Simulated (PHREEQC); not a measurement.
Make-up at 20 °C: 0.43 mol/kgw KOH, 0.00086 mol/kgw H3BO3 and 0.0014 mol/kgw Na2CO3. Closed to the air; pH follows from the charge balance.

The numbers come from PHREEQC with the ion-association model, wateq4f.dat.

| quantity | before | after |
|---|---|---|
| pH | 13.62 | 13.62 |
| ionic strength (mol/kgw) | 0.434 | 0.436 |
| NaHCO3 (mol/kgw) | 1.95e-10 | 4.35e-10 |
| SI of Natron (Na2CO3:10H2O) | -7.43 | -6.91 |
| SI of Nahcolite (NaHCO3) | -8.82 | -8.47 |

What was changed between the two runs?
A) Na2CO3 from 0.0014 to 0.0021 mol/kgw
B) H3BO3 left out
C) 0.59 mol/kgw HF added
D) 0.24 mol/kgw H2SO4 added
E) H3BO3 replaced by HBF4 at the same molality

A, Na2CO3 from 0.0014 to 0.0021 mol/kgw

No solid was allowed to form.
